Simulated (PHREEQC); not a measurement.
Consider water at 25 °C with 0.44 mmol/kgw Ca(HCO3)2 and 0.53 mmol/kgw CO2. Closed to the air; pH follows from the charge balance.

All values are PHREEQC results (ion-association model, phreeqc.dat), not measurements.

```
quantity                    before     after
------------------------  --------  --------
pH                            6.55      8.18
ionic strength (mol/kgw)   0.00131   0.00131
HCO3- (mol/kgw)           0.000876  0.000853
CO2 (mol/kgw)             0.000530   1.21e-5
CO3-2 (mol/kgw)            1.65e-7   6.87e-6
```

### Question
What was changed between the two runs?
A) CO2 left out
B) Ca(HCO3)2 left out
C) 3.5e-05 mol/kgw Zn(NO3)2 added
D) temperature from 25 to 30 °C
E) CO2 replaced by Li2CO3 at the same molality

### Answer
A, CO2 left out

No solid was allowed to form.
